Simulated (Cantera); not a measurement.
Cantera run, input and output.

```python
import numpy as np
import cantera as ct

gas = ct.Solution("gri30.yaml")


def delay(T, t_max=10):
    gas.TPX = T, 500000, {'C3H8': 1, 'O2': 4.17, 'N2': 18.3, 'CO2': 0.49}
    reactor = ct.IdealGasConstPressureReactor(gas, clone=False)
    net = ct.ReactorNet([reactor])
    net.rtol, net.atol = 1e-8, 1e-16
    while net.time < t_max:
        t_old, T_old = net.time, reactor.T
        net.step()
        if reactor.T > T + 400:  # ignition: a rise of 400 K
            return t_old + (T + 400 - T_old) / (reactor.T - T_old) * (net.time - t_old)
    return np.nan


taus = []
for T in [1225, 1325, 1425, 1525, 1625, 1725, 1825]:
    taus.append(delay(T))
    print(f"T0 = {T:6g} K   tau = {taus[-1]:.4e} s")
```

It prints:

```
T0 =   1225 K   tau = 1.9054e-03 s
T0 =   1325 K   tau = 3.3756e-04 s
T0 =   1425 K   tau = 8.1367e-05 s
T0 =   1525 K   tau = 2.6598e-05 s
T0 =   1625 K   tau = 1.1276e-05 s
T0 =   1725 K   tau = 5.8633e-06 s
T0 =   1825 K   tau = 3.5492e-06 s
```

Cantera simulation using GRI-Mech 3.0 (53 species, 325 reactions); the numbers are that mechanism's predictions, not measurements. GRI-Mech 3.0 was tuned for natural gas; its chemistry of propane as a main component is partial and can be far from experiment.
